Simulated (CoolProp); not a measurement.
Chlorine along the isotherm 335.6 K: Z from the reference equation and from simpler models built on Tc = 416.9 K, pc = 7.642 MPa, ω = 0.070; each cubic takes its own stable root.

Computed with CoolProp (reference Helmholtz-energy equation of state, Thol 2021).

```csv
p (MPa),phase,reference,van der Waals,Redlich-Kwong,Soave-Redlich-Kwong,Peng-Robinson
0.764,gas,0.9316,0.9480,0.9339,0.9331,[?]
1.53,gas,0.8510,0.8897,0.8585,0.8567,0.8478
2.29,liquid,0.04585,0.8229,0.05138,0.05097,[?]
3.06,liquid,0.06108,0.09704,[?],0.06775,0.05979
3.82,liquid,0.07602,0.1200,0.08477,0.08414,0.07430
4.59,liquid,0.09108,0.1429,0.1013,0.1006,[?]
5.35,liquid,0.1059,0.1652,[?],0.1167,0.1032
6.11,liquid,0.1206,0.1873,0.1336,0.1327,0.1173
6.88,liquid,0.1354,0.2094,0.1497,0.1488,0.1316
7.64,liquid,0.1500,0.2310,0.1656,0.1645,0.1456
8.41,liquid,0.1647,0.2527,[?],0.1803,0.1596
9.17,liquid,0.1791,0.2740,0.1971,0.1959,0.1734
9.94,liquid,0.1937,0.2954,0.2128,0.2115,0.1873
10.7,liquid,0.2081,0.3163,[?],0.2268,0.2010
11.5,liquid,0.2231,0.3382,0.2443,0.2429,0.2153
```

Task: Some entries are withheld; supply them.

Result: 
- 0.764, Peng-Robinson: 0.9286
- 2.29, Peng-Robinson: 0.04496
- 3.06, Redlich-Kwong: 0.06827
- 4.59, Peng-Robinson: 0.08888
- 5.35, Redlich-Kwong: 0.1175
- 8.41, Redlich-Kwong: 0.1815
- 10.7, Redlich-Kwong: 0.2281

At some of these states van der Waals gives the other phase, because its saturation line lies elsewhere.
